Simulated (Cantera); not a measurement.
An isothermal, constant-pressure homogeneous reactor starts with NO : N₂ = 1 : 0.13 (molar parts), at 1723 K and 13300 Pa.

Computed with Cantera and GRI-Mech 3.0 (53 species, 325 reactions).

Q: Predict: x(NO) at 200 s; x(O) at 200 s; x(NO₂) at 200 s; x(O₂) at 200 s; x(N₂O) at 200 s; x(N₂) at 200 s.

A: 
| Quantity | Value |
|---|---|
| x(NO) at 200 s | 0.0665 (gas-phase equilibrium 0.00386) |
| x(O) at 200 s | 0.000100 (gas-phase equilibrium 0.000104) |
| x(NO₂) at 200 s | 0.000100 (gas-phase equilibrium 6.05e-6) |
| x(O₂) at 200 s | 0.409 (gas-phase equilibrium 0.440) |
| x(N₂O) at 200 s | 1.47e-6 (gas-phase equilibrium 6.89e-8) |
| x(N₂) at 200 s | 0.524 (gas-phase equilibrium 0.556) |
